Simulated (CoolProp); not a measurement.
Computed with CoolProp (reference Helmholtz-energy equation of state, Span 2003). It is a short technical equation, of lower accuracy than the large ones.

Question: Give the vapour pressure (MPa), enthalpy of vaporisation (kJ/kg), liquid viscosity (µPa s) of saturated n-heptane at 87.05, 106.95 °C.

Answer: 
```csv
T (°C),p (MPa),enthalpy of vaporisation (kJ/kg),liquid viscosity (µPa s)
87.05,0.0717,325,217
106.95,0.129,311,184
```

Viscosity comes from a separate model (Michailidou 2014).
